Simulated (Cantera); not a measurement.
# Equilibrium for abatement and gas-phase synthesis: HBr + O2

Feed: 1 mol HBr, 0.59 mol O2, at 0.0160 bar.

Equilibrium computed with Cantera from the NASA thermochemical tables; the gas is ideal and each condensed phase is pure. Candidate condensed phases: Br2, H2O; 12 gas species. The numbers say what is thermodynamically allowed, not how fast it happens.

| T (K) | log p Br | log p O | log p H | log p H2O | log p O2 | log p OH | log p HBr | log p H2 |
|---|---|---|---|---|---|---|---|---|
| 1873 | -2.11 | -4.87 | -5.77 | -2.41 | -2.49 | -4.14 | -3.00 | -5.15 |
| 2073 | -2.10 | -4.19 | -4.82 | -2.42 | -2.51 | -3.71 | -3.08 | -4.47 |
| 2273 | -2.10 | -3.64 | -4.04 | -2.45 | -2.53 | -3.36 | -3.16 | -3.93 |
| 2473 | -2.11 | -3.18 | -3.41 | -2.53 | -2.57 | -3.11 | -3.25 | -3.52 |
| 2673 | -2.14 | -2.82 | -2.93 | -2.71 | -2.66 | -2.97 | -3.41 | -3.27 |
| 2873 | -2.19 | -2.55 | -2.59 | -3.09 | -2.81 | -2.98 | -3.65 | -3.23 |
| 3073 | -2.24 | -2.37 | -2.42 | -3.71 | -3.07 | -3.16 | -3.99 | -3.42 |
| 3273 | -2.28 | -2.29 | -2.34 | -4.48 | -3.42 | -3.47 | -4.35 | -3.75 |
log p: log10 of the partial pressure in bar; nothing condenses.

From 1873 K to 3273 K nothing is condensed.
